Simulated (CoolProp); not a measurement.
Vapour-liquid equilibrium of R143a (1) + n-butane (2) at -21.35 °C; x and y are mole fractions of (1).

Values from CoolProp's multi-fluid Helmholtz-energy mixture model, Lemmon and Jacobsen 2000 and Bücker 2006; pair parameters Bell 2016.

```csv
x,"bubble pressure, mixture model (kPa)","bubble pressure, Raoult's law (kPa)","y, mixture model","y, Raoult's law"
0.05,100.2,55.41,0.584,0.271
0.125,158.3,74.72,0.745,0.502
0.2,193.7,94.03,0.799,0.638
0.275,215.4,113.3,0.824,0.728
0.35,229.1,132.7,0.839,0.792
0.425,238.7,152.0,0.850,0.839
0.5,246.2,171.3,0.859,0.876
0.575,253.1,190.6,0.868,0.905
0.65,260.2,209.9,0.879,0.929
0.725,267.9,229.2,0.892,0.949
0.8,276.3,248.5,0.910,0.966
0.875,285.3,267.8,0.935,0.980
0.95,294.4,287.2,0.970,0.993
```

The largest gap from Raoult's law is +111.9 % in bubble pressure, at x = 0.125. No azeotrope shows between x = 0.05 and 0.95.

Pair parameters are fitted to limited data, so mixtures are less certain than the pure fluids. With so large a gap from Raoult's law the liquid may split in two, which this calculation doesn't test in full.
